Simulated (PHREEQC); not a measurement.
Model water analysis in mmol/kgw, 91 °C, pH 6.35, pe 9.8: Na 0.0476; K 0.000234; Ca 0.0542; Mg 0.0126; Cl 0.0946; S(6) 0.0238; Alkalinity (meq/kgw) 0.0376; F 6.44e-05.

Valence states are taken as typed.

Equilibrium calculation in PHREEQC: ion-association model, wateq4f.dat.

The ionic strength comes out as 0.000269 mol/kgw and the charge-balance error is 0.4 %.

```
species  molality  activity   log γ
-------  --------  --------  ------
O2       0.000267  0.000267   0.000
Cl-       9.46e-5   9.26e-5  -0.009
Ca+2      5.38e-5   4.94e-5  -0.037
Na+       4.76e-5   4.66e-5  -0.009
CO2       3.91e-5   3.91e-5   0.000
HCO3-     3.71e-5   3.63e-5  -0.009
SO4-2     2.32e-5   2.13e-5  -0.037
Mg+2      1.24e-5   1.13e-5  -0.037
```

This is a speciation only: nothing precipitates in the calculation. Away from 25 °C the constants follow the database's enthalpies or fits; those with neither stay at their 25 °C values.
